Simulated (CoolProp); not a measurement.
Vapour-liquid equilibrium of R152A (1) + isobutene (2) at 2.33 bar; x and y are mole fractions of (1).

The numbers come from the multi-fluid Helmholtz-energy mixture model, Outcalt 1996 and Lemmon 2005; pair parameters Bell 2016 in CoolProp.

Give the bubble temperature and the first vapour's composition at x = 0.05, 0.35, 0.725. Is there an azeotrope?

x = 0.05: 284.7 K, y = 0.180; x = 0.35: 272.6 K, y = 0.577; x = 0.725: 269.1 K, y = 0.765. y crosses x between x = 0.8 and 0.875: the model has an azeotrope there.

The pair parameters rest on a limited set of measurements; away from them the model extrapolates.
